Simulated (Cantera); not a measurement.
Charge: 1 mol CaCl2, 1.3 mol O2, 96 mol N2, held at 0.00353 Torr.

Method: chemical equilibrium by Gibbs-energy minimisation in Cantera with the NASA 1993 tables (ideal gas, pure condensed phases). Candidate condensed phases: Ca, CaCl2, CaO; 17 gas species. Condensed phases not in the tables: oxide chlorides. Equilibrium is a limit: real reactors are often held back by kinetics, nucleation or transport.

x: gas mole fraction; n: condensed amount in mol.

| T (K) | x N2 | x Cl | x O | x O2 | x Ca | x CaCl2 | x CaCl | n CaO(s) |
|---|---|---|---|---|---|---|---|---|
| 1598 | 0.973 | 0.0123 | 0.000639 | 0.00957 | 2.07e-7 | 0.00401 | 7.72e-6 | 0.604 |
| 1648 | 0.973 | 0.0130 | 0.00111 | 0.00911 | 1.30e-6 | 0.00364 | 2.01e-5 | 0.639 |
| 1698 | 0.972 | 0.0136 | 0.00186 | 0.00853 | 7.38e-6 | 0.00330 | 4.93e-5 | 0.668 |
| 1748 | 0.971 | 0.0141 | 0.00299 | (withheld) | 3.83e-5 | 0.00300 | 0.000115 | 0.688 |
| 1798 | 0.970 | 0.0145 | 0.00459 | (withheld) | 0.000184 | 0.00273 | 0.000259 | 0.686 |
| 1848 | 0.968 | 0.0147 | 0.00683 | 0.00611 | 0.000821 | 0.00247 | 0.000555 | 0.618 |
| 1898 | 0.962 | 0.0147 | 0.0102 | 0.00567 | 0.00330 | 0.00213 | 0.00110 | 0.347 |
| 1948 | 0.953 | 0.0160 | 0.0146 | (withheld) | 0.00726 | 0.00129 | 0.00135 | 0 |
| 1998 | 0.950 | 0.0179 | 0.0178 | (withheld) | 0.00846 | 0.000473 | 0.000932 | 0 |

**Question.** Complete the blanks.

**Answer.** 
- 1748, x O2: 0.00781
- 1798, x O2: 0.00696
- 1948, x O2: 0.00505
- 1998, x O2: 0.00343
